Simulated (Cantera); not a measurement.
Input (Python, Cantera):

```python
import numpy as np
import cantera as ct

gas = ct.Solution("gri30.yaml")
gas.TPX = 950, 530000, {'CO': 0.0092, 'O2': 0.014, 'H2O': 0.004, 'N2': 1}
reactor = ct.IdealGasConstPressureReactor(gas, energy="off", clone=False)
net = ct.ReactorNet([reactor])
net.rtol, net.atol = 1e-08, 1e-18
show = ['CO', 'O2', 'H2O', 'H', 'H2O2', 'OH', 'CO2']
times = np.geomspace(0.0008, 60, 9)

steps = ct.SolutionArray(gas, extra=["t"])
rows = []
print(f"{'t/s':>10s}{'T/K':>9s}{'P/Pa':>11s}" + "".join(f"{s:>11s}" for s in show))
for t in times:
    while net.time < t:
        t_next = net.step()
        steps.append(gas.state, t=t_next)
    rows.append([np.interp(t, steps.t, y) for y in (steps.T, steps.P, *steps(*show).X.T)])
    print(f"{t:10.3e}{rows[-1][0]:9.1f}{rows[-1][1]:11.4g}" + "".join(f"{x:11.3e}" for x in rows[-1][2:]))
rate = np.gradient(steps.T, steps.t)
print("integrator steps:", len(steps.t))
if steps.T.max() > steps.T[0] + 200:
    print(f"time of steepest temperature rise: {steps.t[rate.argmax()]:.4e} s")
gas.TPX = 950, 530000, {'CO': 0.0092, 'O2': 0.014, 'H2O': 0.004, 'N2': 1}
gas.equilibrate("TP")
print(f"equilibrium (TP): T = {gas.T:.1f} K  " + "  ".join(f"{s} {gas[s].X[0]:.3e}" for s in show))
```

Result:

```
       t/s      T/K       P/Pa         CO         O2        H2O          H       H2O2         OH        CO2
 8.000e-04    950.0    5.3e+05  8.956e-03  1.363e-02  3.894e-03  2.373e-13  3.540e-16  7.026e-13  2.865e-10
 3.254e-03    950.0    5.3e+05  8.956e-03  1.363e-02  3.894e-03  4.780e-13  1.301e-14  1.410e-12  1.653e-09
 1.324e-02    950.0    5.3e+05  8.956e-03  1.363e-02  3.894e-03  1.391e-12  3.884e-13  4.091e-12  1.123e-08
 5.386e-02    950.0    5.3e+05  8.956e-03  1.363e-02  3.894e-03  6.372e-12  1.418e-11  1.872e-11  1.308e-07
 2.191e-01    950.0    5.3e+05  8.953e-03  1.363e-02  3.894e-03  7.224e-11  2.070e-09  2.125e-10  3.808e-06
 8.913e-01    950.0    5.3e+05  8.722e-03  1.351e-02  3.894e-03  8.550e-10  2.171e-07  2.586e-09  2.351e-04
 3.626e+00    950.0    5.3e+05  7.260e-03  1.279e-02  3.894e-03  8.493e-10  2.446e-07  2.917e-09  1.704e-03
 1.475e+01    950.0    5.3e+05  3.454e-03  1.090e-02  3.901e-03  4.789e-10  1.686e-07  2.927e-09  5.527e-03
 6.000e+01    950.0    5.3e+05  4.079e-04  9.394e-03  3.910e-03  4.322e-11  2.077e-08  1.841e-09  8.587e-03
integrator steps: 788
equilibrium (TP): T = 950.0 K  CO 4.173e-13  O2 9.190e-03  H2O 3.912e-03  H 1.387e-16  H2O2 1.240e-12  OH 2.459e-09  CO2 8.997e-03
```

Cantera simulation using GRI-Mech 3.0 (53 species, 325 reactions); the numbers are that mechanism's predictions, not measurements.
